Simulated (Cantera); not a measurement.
Mixture: 4.79 % CH4, 20.0 % O2, 75.2 % N2, equivalence ratio 0.48, at 1.00 bar, adiabatic and at constant pressure. Ignition delay is the time to a rise of 400 K.

Computed with Cantera and GRI-Mech 3.0 (53 species, 325 reactions).

Question: Predict: delay at 1275 K; delay at 1375 K; delay at 1475 K; delay at 1575 K; delay at 1675 K; apparent activation energy between 1625 and 1725 K.

Answer: 
```json
{
 "delay at 1275 K": "11.2 ms",
 "delay at 1375 K": "3.29 ms",
 "delay at 1475 K": "1.16 ms",
 "delay at 1575 K": "0.488 ms",
 "delay at 1675 K": "0.236 ms",
 "apparent activation energy between 1625 and 1725 K": "160 kJ/mol"
}
```
